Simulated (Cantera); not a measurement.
Charge: 1 mol AlCl3, 4.6 mol O2, 300 mol H2, at 873 K and 0.0460 bar.

Method: chemical equilibrium by Gibbs-energy minimisation in Cantera with the NASA 1993 tables (ideal gas, pure condensed phases). Candidate condensed phases: Al, AlCl3, Al2O3, H2O; 29 gas species. Condensed phases not in the tables: AlOCl. The numbers say what is thermodynamically allowed, not how fast it happens.

Base state: H2 0.965, H2O 0.0255, HCl 0.00995 (mole fractions); condensed: Al2O3(s).

Problem. What changes in the equilibrium state with this change: AlCl3 replaced by Al?

Solution. 
| species | before | after |
|---|---|---|
| H2 | 0.965 | 0.974 |
| H2O | 0.0255 | 0.0257 |
| HCl | 0.00995 | 0 |
| Al2O3(s), mol | 0.500 | 0.500 |
